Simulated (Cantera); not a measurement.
# Fluorocarbon and chlorocarbon gases: C2F6 + F2

Feed: 1 mol C2F6, 0.041 mol F2, at 1248.15 K and 4.40 Pa.

These are equilibrium values from Cantera (NASA tables, ideal gas, pure condensed phases), not measurements of a reactor. Candidate condensed phases: C; 13 gas species. The feed counts by its element totals alone. Gases not in the tables: C2F6 and larger saturated fluorocarbons. The numbers say what is thermodynamically allowed, not how fast it happens.

| Property | Result |
|---|---|
| x(CF4) | 1.000 |
| x(CF2) | 6.91e-5 |
| x(F) | 2.18e-5 |
| x(CF3) | 9.75e-6 |
| n(C(graphite)) | 0.479 mol |
| gas amount | 1.521 mol |
